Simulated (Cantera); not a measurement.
An isothermal, constant-pressure homogeneous reactor starts with C2H4 : H2 = 1 : 73 (molar parts), at 1775 K and 0.00470 bar.

Model: GRI-Mech 3.0 (53 species, 325 reactions), integrated in Cantera. GRI-Mech 3.0 was tuned for natural gas; its chemistry of ethylene as a main component is partial and can be far from experiment. GRI-Mech 3.0 stops at C3 and has no aromatics, soot or wall deposition, so with more carbon than oxygen in the feed, carbon stays in small species such as C2H2 where larger ones or solid carbon would form. Radical loss at walls, strong at low pressure, is not modelled.

**Question.** Predict: x(C2H4) at 1.00 s; x(H2) at 1.00 s; x(H) at 1.00 s; x(C2H) at 1.00 s; x(CH4) at 1.00 s.

**Answer.** 
| Item | Result |
|---|---|
| x(C2H4) at 1.00 s | 3.67e-6 (gas-phase equilibrium 1.70e-6) |
| x(H2) at 1.00 s | 0.986 (gas-phase equilibrium 0.982) |
| x(H) at 1.00 s | 0.000434 (gas-phase equilibrium 0.00421) |
| x(C2H) at 1.00 s | 4.60e-8 (gas-phase equilibrium 4.48e-7) |
| x(CH4) at 1.00 s | 7.31e-7 (gas-phase equilibrium 3.67e-5) |
